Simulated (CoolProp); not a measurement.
C3F8 (R218) along the isotherm 440 K: Z from the reference equation and from simpler models built on Tc = 345.0 K, pc = 2.640 MPa, ω = 0.317; each cubic takes its own stable root.

The numbers come from the reference Helmholtz-energy equation of state, Lemmon 2006 in CoolProp. It is a short technical equation, of lower accuracy than the large ones.

| p (MPa) | phase | reference |
|---|---|---|
| 0.0417 | gas | 0.9979 |
| 0.0704 | gas | 0.9964 |
| 0.119 | gas | 0.9940 |
| 0.201 | gas | 0.9898 |
| 0.339 | gas | 0.9828 |
| 0.571 | gas | 0.9708 |
| 0.964 | gas | 0.9503 |
| 1.63 | gas | 0.9149 |
| 2.75 | supercritical | 0.8542 |
| 4.64 | supercritical | 0.7591 |
| 7.82 | supercritical | 0.6856 |
| 13.2 | supercritical | 0.7832 |

Q: How far does each simpler model (van der Waals, Redlich-Kwong, Soave-Redlich-Kwong, Peng-Robinson) lie from the reference over these 12 states: mean and median of the absolute difference, and the worst?

A: 
- van der Waals: mean 3.2 %, median 0.9 %, worst -12.6 % at 440 K and 4.64 MPa
- Redlich-Kwong: mean 2.1 %, median 0.9 %, worst -6.8 % at 440 K and 7.82 MPa
- Soave-Redlich-Kwong: mean 1.6 %, median 0.1 %, worst +7.8 % at 440 K and 7.82 MPa
- Peng-Robinson: mean 0.8 %, median 0.7 %, worst -1.8 % at 440 K and 13.2 MPa
